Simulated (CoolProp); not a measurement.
100 sccm (0 °C, 1 atm) of nitrogen bubbles through liquid hexamethyldisiloxane (MM) at 329.4 K and leaves saturated at a total pressure of 0.15 MPa (ideal gas phase). Each further row changes one setting.

The numbers come from the reference Helmholtz-energy equation of state, Thol 2016 in CoolProp.

```csv
case,vapour pressure (kPa),mole fraction of vapour,delivery (mg/min),delivery (sccm),change of delivery for a bath 1 K warmer (%)
as stated,22.6,0.151,129,17.8,4.8
bath temperature 334.4 K,27.5,0.183,162,22.4,4.8
total pressure 0.3 MPa,22.6,0.0754,59.1,8.15,4.4
```
